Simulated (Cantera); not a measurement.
Cantera run, input and output.

```python
import numpy as np
import cantera as ct

gas = ct.Solution("gri30.yaml", transport_model="mixture-averaged")
show = ['OH', 'NH3', 'C2H2']

rows = []
print(f"{'T/K':>7s}{'rho':>11s}{'cp':>10s}{'mu':>11s}{'lambda':>11s}{'Pr':>7s}" + "".join(f"{'D_' + s:>11s}" for s in show))
for T in [400, 550, 700, 850, 1000, 1150, 1300, 1450]:
    gas.TPX = T, 10, {'H2O': 0.69, 'CO': 0.59, 'C2H6': 0.43}
    Pr = gas.cp_mass * gas.viscosity / gas.thermal_conductivity
    D = [gas.mix_diff_coeffs_mole[gas.species_index(s)] for s in show]
    rows.append([gas.density, gas.cp_mass, gas.viscosity, gas.thermal_conductivity, Pr, *D])
    print(f"{T:7g}{gas.density:11.4e}{gas.cp_mass:10.1f}{gas.viscosity:11.4e}"
          f"{gas.thermal_conductivity:11.4e}{Pr:7.3f}" + "".join(f"{d:11.4e}" for d in D))
print("SI units: kg/m3, J/kg/K, Pa s, W/m/K, m2/s")
```

Result:

```
    T/K        rho        cp         mu     lambda     Pr       D_OH      D_NH3     D_C2H2
    400 7.3652e-05    1647.1 1.5935e-05 3.4748e-02  0.755 5.1466e-01 3.3306e-01 2.6419e-01
    550 5.3565e-05    1872.4 2.1055e-05 5.0568e-02  0.780 9.0110e-01 6.1939e-01 4.7508e-01
    700 4.2087e-05    2077.6 2.5784e-05 6.7153e-02  0.798 1.3656e+00 9.7834e-01 7.3187e-01
    850 3.4660e-05    2250.0 3.0198e-05 8.4075e-02  0.808 1.9010e+00 1.4021e+00 1.0297e+00
   1000 2.9461e-05    2406.9 3.4351e-05 1.0103e-01  0.818 2.5021e+00 1.8850e+00 1.3652e+00
   1150 2.5618e-05    2537.8 3.8284e-05 1.1783e-01  0.825 3.1650e+00 2.4227e+00 1.7358e+00
   1300 2.2662e-05    2649.7 4.2030e-05 1.3435e-01  0.829 3.8866e+00 3.0117e+00 2.1395e+00
   1450 2.0318e-05    2744.8 4.5613e-05 1.5051e-01  0.832 4.6645e+00 3.6492e+00 2.5748e+00
SI units: kg/m3, J/kg/K, Pa s, W/m/K, m2/s
```

Model: GRI-Mech 3.0 (53 species, 325 reactions), integrated in Cantera. Polar gases are described roughly by these parameters. The composition is frozen, though it would react at the higher temperatures.
